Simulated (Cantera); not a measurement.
What does this Cantera script print?

```python
import numpy as np
import cantera as ct

gas = ct.Solution("gri30.yaml", transport_model="multicomponent")
show = ['NH3', 'O', 'OH']

rows = []
print(f"{'T/K':>7s}{'rho':>11s}{'cp':>10s}{'mu':>11s}{'lambda':>11s}{'Pr':>7s}" + "".join(f"{'D_' + s:>11s}" for s in show))
for T in [400, 550, 700, 850, 1000, 1150, 1300]:
    gas.TPX = T, 500000, {'NO': 0.43, 'O2': 0.63, 'H2O': 0.96}
    Pr = gas.cp_mass * gas.viscosity / gas.thermal_conductivity
    D = [gas.mix_diff_coeffs_mole[gas.species_index(s)] for s in show]
    rows.append([gas.density, gas.cp_mass, gas.viscosity, gas.thermal_conductivity, Pr, *D])
    print(f"{T:7g}{gas.density:11.4e}{gas.cp_mass:10.1f}{gas.viscosity:11.4e}"
          f"{gas.thermal_conductivity:11.4e}{Pr:7.3f}" + "".join(f"{d:11.4e}" for d in D))
print("SI units: kg/m3, J/kg/K, Pa s, W/m/K, m2/s")
```

Result:

```
    T/K        rho        cp         mu     lambda     Pr      D_NH3        D_O       D_OH
    400 3.7478e+00    1286.0 1.9652e-05 3.6971e-02  0.684 7.4274e-06 1.1837e-05 1.1623e-05
    550 2.7257e+00    1340.2 2.5807e-05 5.1396e-02  0.673 1.3802e-05 2.0701e-05 2.0326e-05
    700 2.1416e+00    1401.3 3.1545e-05 6.6057e-02  0.669 2.1804e-05 3.1355e-05 3.0786e-05
    850 1.7637e+00    1459.3 3.6939e-05 8.0690e-02  0.668 3.1262e-05 4.3635e-05 4.2843e-05
   1000 1.4991e+00    1513.9 4.2044e-05 9.5305e-02  0.668 4.2051e-05 5.7423e-05 5.6380e-05
   1150 1.3036e+00    1563.9 4.6903e-05 1.0981e-01  0.668 5.4076e-05 7.2631e-05 7.1311e-05
   1300 1.1532e+00    1609.5 5.1547e-05 1.2415e-01  0.668 6.7259e-05 8.9187e-05 8.7566e-05
SI units: kg/m3, J/kg/K, Pa s, W/m/K, m2/s
```

Model: GRI-Mech 3.0 (53 species, 325 reactions), integrated in Cantera. Polar gases are described roughly by these parameters. The composition is frozen, though it would react at the higher temperatures.
